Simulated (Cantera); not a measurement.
A closed system holds: 1 mol BN, 0.17 mol H2O, 5.2 mol N2, held at 2075 K and 0.00133 bar.

Equilibrium computed with Cantera from the NASA thermochemical tables; the gas is ideal and each condensed phase is pure. Candidate condensed phases: B, BN, B2O3, B3O3H3, H2O; 39 gas species. Kinetics and transport are ignored.

Base state: N2 0.937, BO 0.0235, H2 0.0228, H 0.0110, HBO 0.00360, B2O2 0.00139, B2O 0.000219, B 0.000175 (mole fractions); condensed: BN(s).

Problem. What changes in the equilibrium state with this change: pressure from 0.00133 bar to 0.100 bar?

Solution. 
```csv
species,before,after
N2,0.937,0.952
H2,0.0228,0.0259
HBO,0.00360,0.00766
BO,0.0235,0.00543
H,0.0110,0.00136
B,0.000175,2.68e-7
B2O3,3.15e-6,0.00190
HBO2,1.22e-6,0.000391
"BN(s), mol",0.828,0.843
```
